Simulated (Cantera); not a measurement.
A closed system holds: 1 mol CH3Cl, 0.08 mol Si, held at 2852 °C and 13.3 mbar.

These are equilibrium values from Cantera (NASA tables, ideal gas, pure condensed phases), not measurements of a reactor. Candidate condensed phases: C, C6H6, C7H8, C8H18, Si, SiC; 109 gas species. The tables' values for SiCl, CCl are old estimates; treat these amounts as uncertain. The numbers say what is thermodynamically allowed, not how fast it happens.

Base state: H 0.552, Cl 0.213, H2 0.0779, C3 0.0597, HCl 0.0444, Si 0.0110, C 0.0106, SiC2 0.00929 (mole fractions); condensed: gas only.

### Question
What changes in the equilibrium state with this change: temperature from 2852 °C to 527 °C?

### Answer
| species | before | after |
|---|---|---|
| H2 | 0.0779 | 0.595 |
| HCl | 0.0444 | 0.356 |
| SiCl4 | <1e-9 | 0.0419 |
| H | 0.552 | <1e-9 |
| Cl | 0.213 | <1e-9 |
| C3 | 0.0597 | <1e-9 |
| Si | 0.0110 | <1e-9 |
| C | 0.0106 | <1e-9 |
| SiC2 | 0.00929 | <1e-9 |
| C2H | 0.00790 | <1e-9 |
| C2 | 0.00696 | <1e-9 |
| C(graphite), mol | 0 | 0.988 |
